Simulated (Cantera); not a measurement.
Feed: 1 mol CO2, 0.68 mol H2, 0.73 mol O2, held at 1075 K and 30.8 Torr.

These are equilibrium values from Cantera (NASA tables, ideal gas, pure condensed phases), not measurements of a reactor. Candidate condensed phases: C, C6H6, C7H8, C8H18, H2O; 110 gas species. Rates play no part.

Base state: CO2 0.483, H2O 0.329, O2 0.188 (mole fractions); condensed: gas only.

What changes in the equilibrium state with this change: O2 from 0.73 to 0.21 mol?


```json
[
 {"species": "CO2", "before": "0.483", "after": "0.505"},
 {"species": "H2O", "before": "0.329", "after": "0.340"},
 {"species": "CO", "before": "3.58e-9", "after": "0.0898"},
 {"species": "O2", "before": "0.188", "after": "<1e-9"},
 {"species": "H2", "before": "2.62e-9", "after": "0.0649"}
]
```
